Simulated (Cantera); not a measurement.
Feed: 1 mol C2H6, a varied amount of NH3, 30 mol H2, 1.6 mol CO2, held at 2027 °C and 3680 Torr.

Cantera equilibrium calculation (NASA polynomials, part measured and part estimated; ideal gas, pure solids and liquids). Candidate condensed phases: C, C6H6, C7H8, C8H18, H2O; 136 gas species. Rates play no part.

x: gas mole fraction; n: condensed amount in mol.

```json
[
 {"n(NH3) (mol)": "0.03", "x H2": "0.902", "x CO": "0.0881", "x N2": "(withheld)", "x H": "0.00415", "x C2H2 (acetylene)": "0.00390", "x HCN": "0.000480", "x CH4": "0.000854", "n C(graphite)": "0.0614"},
 {"n(NH3) (mol)": "0.039", "x H2": "0.902", "x CO": "0.0881", "x N2": "(withheld)", "x H": "0.00415", "x C2H2 (acetylene)": "0.00390", "x HCN": "0.000579", "x CH4": "0.000854", "n C(graphite)": "0.0573"},
 {"n(NH3) (mol)": "0.051", "x H2": "0.902", "x CO": "0.0880", "x N2": "(withheld)", "x H": "0.00415", "x C2H2 (acetylene)": "0.00390", "x HCN": "0.000698", "x CH4": "0.000853", "n C(graphite)": "0.0524"},
 {"n(NH3) (mol)": "0.066", "x H2": "0.902", "x CO": "0.0880", "x N2": "(withheld)", "x H": "0.00415", "x C2H2 (acetylene)": "0.00390", "x HCN": "0.000831", "x CH4": "0.000853", "n C(graphite)": "0.0470"},
 {"n(NH3) (mol)": "0.087", "x H2": "0.901", "x CO": "0.0879", "x N2": "(withheld)", "x H": "0.00415", "x C2H2 (acetylene)": "0.00390", "x HCN": "0.000995", "x CH4": "0.000852", "n C(graphite)": "0.0401"},
 {"n(NH3) (mol)": "0.11", "x H2": "0.901", "x CO": "0.0877", "x N2": "(withheld)", "x H": "0.00415", "x C2H2 (acetylene)": "0.00389", "x HCN": "0.00116", "x CH4": "0.000852", "n C(graphite)": "0.0334"},
 {"n(NH3) (mol)": "0.15", "x H2": "0.901", "x CO": "0.0876", "x N2": "(withheld)", "x H": "0.00415", "x C2H2 (acetylene)": "0.00389", "x HCN": "0.00140", "x CH4": "0.000851", "n C(graphite)": "0.0231"},
 {"n(NH3) (mol)": "0.19", "x H2": "0.900", "x CO": "0.0874", "x N2": "(withheld)", "x H": "0.00415", "x C2H2 (acetylene)": "0.00389", "x HCN": "0.00161", "x CH4": "0.000850", "n C(graphite)": "0.0139"},
 {"n(NH3) (mol)": "0.25", "x H2": "0.899", "x CO": "0.0871", "x N2": "(withheld)", "x H": "0.00415", "x C2H2 (acetylene)": "0.00389", "x HCN": "0.00190", "x CH4": "0.000849", "n C(graphite)": "0.00152"},
 {"n(NH3) (mol)": "0.33", "x H2": "0.899", "x CO": "0.0867", "x N2": "(withheld)", "x H": "0.00414", "x C2H2 (acetylene)": "0.00374", "x HCN": "0.00219", "x CH4": "0.000831", "n C(graphite)": "0"},
 {"n(NH3) (mol)": "0.43", "x H2": "0.898", "x CO": "0.0862", "x N2": "(withheld)", "x H": "0.00414", "x C2H2 (acetylene)": "0.00356", "x HCN": "0.00248", "x CH4": "0.000810", "n C(graphite)": "0"},
 {"n(NH3) (mol)": "0.57", "x H2": "0.897", "x CO": "0.0856", "x N2": "(withheld)", "x H": "0.00414", "x C2H2 (acetylene)": "0.00335", "x HCN": "0.00282", "x CH4": "0.000785", "n C(graphite)": "0"},
 {"n(NH3) (mol)": "0.74", "x H2": "0.896", "x CO": "0.0848", "x N2": "(withheld)", "x H": "0.00414", "x C2H2 (acetylene)": "0.00314", "x HCN": "0.00315", "x CH4": "0.000758", "n C(graphite)": "0"}
]
```

Task: Fill in the missing entries.

Result: 
- 0.03, x N2: 0.000151
- 0.039, x N2: 0.000220
- 0.051, x N2: 0.000320
- 0.066, x N2: 0.000453
- 0.087, x N2: 0.000651
- 0.11, x N2: 0.000877
- 0.15, x N2: 0.00129
- 0.19, x N2: 0.00171
- 0.25, x N2: 0.00237
- 0.33, x N2: 0.00328
- 0.43, x N2: 0.00444
- 0.57, x N2: 0.00608
- 0.74, x N2: 0.00809
